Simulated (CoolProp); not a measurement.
Values from CoolProp's reference Helmholtz-energy equation of state, Lemmon 2006. It is a short technical equation, of lower accuracy than the large ones.

Task: For carbon monoxide, give the phase and the cp (kJ/(kg K)), cv (kJ/(kg K)), speed of sound (m/s), isothermal compressibility (1/MPa) at -96.25 °C and 3.75 MPa; -96.25 °C and 11.2 MPa.

Result: 
- -96.25 °C and 3.75 MPa: supercritical; cp 1.40, cv 0.788, speed of sound 260, isothermal compressibility 0.313
- -96.25 °C and 11.2 MPa: supercritical; cp 2.36, cv 0.858, speed of sound 318, isothermal compressibility 0.0864
